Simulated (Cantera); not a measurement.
Cantera run:

```python
import numpy as np
import cantera as ct

gas_names = """
    B BH BH2 BH3 BN BO BO2 B2 B2O B2O2 B2O3 B3O3H3 H HBO HBO2 HNO HNO2 HNO3 HO2 H2 H2O H2O2 H3B3O6 N NH
    NH2 NH3 NH2OH NO NO2 NO3 N2 N2H2 N2H4 N2O O OH O2 O3
""".split()
cond_names = """
    B(b) B(L) BN(s) B2O3(L) B3O3H3(cr) H2O(s) H2O(L)
""".split()


# ... load() reads the species with a 1 bar reference pressure and builds the phases ...
atoms = {
    'borazine': {'B': 3, 'N': 3, 'H': 6},
    'H2O': {'H': 2, 'O': 1},
}
top_T = {'BN(s)': 3200}  # K; cautious upper limits of use, not melting points


# ... equilibrate(T, P, feed) seeds the gas with the atoms and calls Mixture.equilibrate('TP', solver="vcs", rtol=1e-11, max_steps=5000) ...
results = []
feed = {'borazine': 1, 'H2O': 1.9}  # mol
P = 100000  # Pa
for T in [750, 950, 1150, 1350, 1550, 1750, 1950]:
    mix = equilibrate(T, P, feed)
    results.append((T, P, feed, dict(zip(mix.species_names, mix.species_moles))))

top = {s: max(r[3][s] / sum(r[3][g] for g in gas_names) for r in results) for s in gas_names}
cols = sorted((s for s in top if top[s] > 0.001), key=lambda s: -top[s])[:9]
seen = [c for c in cond_names if any(r[3].get(c, 0) > 1e-12 for r in results)]
print("log10 of partial pressures in bar; condensed amounts in mol")
print(f"{'T/K':>10s}" + "".join(f"{s[:9]:>10s}" for s in cols + seen))
for T, P, feed, n in results:
    ng = sum(n[g] for g in gas_names)
    print(f"{T:10.4g}" + "".join(f"{np.log10(max(n[s] / ng * P / 1e5, 1e-99)):10.3f}" for s in cols)
          + "".join(f"{n.get(c, 0):10.4g}" for c in seen))
```

It prints:

```
log10 of partial pressures in bar; condensed amounts in mol
       T/K        H2        N2       HBO      HBO2      B2O3      B2O2       H2O       NH3         H     BN(s)   B2O3(L)
       750    -0.055    -0.948   -13.886    -8.846   -18.491   -25.022    -2.368    -2.848   -12.527     1.749     0.625
       950    -0.054    -0.946    -9.548    -6.250   -12.572   -17.128    -2.376    -3.638    -9.282     1.749    0.6255
      1150    -0.054    -0.946    -6.751    -4.609    -8.779   -12.033    -2.410    -4.167    -7.154     1.748     0.626
      1350    -0.054    -0.946    -4.803    -3.486    -6.153    -8.484    -2.449    -4.544    -5.650     1.747    0.6255
      1550    -0.055    -0.947    -3.373    -2.674    -4.235    -5.875    -2.489    -4.827    -4.529     1.748    0.6184
      1750    -0.061    -0.950    -2.282    -2.066    -2.776    -3.881    -2.531    -5.055    -3.664      1.75    0.5762
      1950    -0.099    -0.958    -1.438    -1.610    -1.633    -2.309    -2.603    -5.287    -2.990     1.698    0.3014
```

Method: chemical equilibrium by Gibbs-energy minimisation in Cantera with the NASA 1993 tables (ideal gas, pure condensed phases). The feed counts by its element totals alone. Mutual solubility and eutectic melting of coexisting phases are not modelled. Gases not in the tables: H3BO3.
